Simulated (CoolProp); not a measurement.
A single-stage vapour-compression cycle with ethylene: evaporating at 228.15 K (dew point), condensing at 267.15 K (bubble point), superheat 2 K, subcooling 5 K, compressor efficiency 0.85, no pressure losses. Each further row changes one setting.

Model: reference Helmholtz-energy equation of state, Smukala 2000, in CoolProp.

```
case                              cooling COP  pressure ratio  discharge temperature (K)  refrigerating effect (kJ/kg)  volumetric capacity (kJ/m³)
--------------------------------  -----------  --------------  -------------------------  ----------------------------  ---------------------------
as stated                                3.55            2.86                      302.1                           269                         6020
evaporating temperature 233.15 K         4.26            2.46                      297.0                           270                         7080
condensing temperature 262.15 K          4.31            2.54                      293.3                           286                         6420
subcooling 10 K                          3.80            2.86                      302.1                           287                         6440
superheat 12 K                           3.51            2.86                      313.3                           287                         5960
compressor efficiency 0.75               3.13            2.86                      306.7                           269                         6020
```
